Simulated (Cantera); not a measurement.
Feed: 1 mol FeCl3, 24 mol H2, 0.73 mol HCl, held at 29000 Pa.

Method: chemical equilibrium by Gibbs-energy minimisation in Cantera with the NASA 1993 tables (ideal gas, pure condensed phases). Candidate condensed phases: Fe, FeCl2, FeCl3; 11 gas species. The numbers say what is thermodynamically allowed, not how fast it happens.

Task: At 1800 °C, list the 4 most abundant gas species with their mole fractions, and the condensed phases.

Result: H2 0.868, HCl 0.107, FeCl2 0.0171, H 0.00455. Condensed: Fe(l).
